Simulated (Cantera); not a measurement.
## Ignition delay

Mixture: 4.46 % CH₄, 0.250 % C₂H₆, 0.299 % C₃H₈, 13.8 % O₂, 64.7 % N₂, 16.5 % CO₂, equivalence ratio 0.82, at 1.10 bar, adiabatic and at constant volume. Ignition delay is the time to a rise of 400 K.

Cantera simulation using GRI-Mech 3.0 (53 species, 325 reactions); the numbers are that mechanism's predictions, not measurements.

```csv
T0 (K),delay (ms)
1250,5.01
1350,1.25
1450,0.393
1550,0.155
1650,0.0744
1750,0.0421
1850,0.0269
1950,0.0188
```

| Item | Result |
|---|---|
| apparent activation energy between 1750 and 1950 K | 110 kJ/mol |
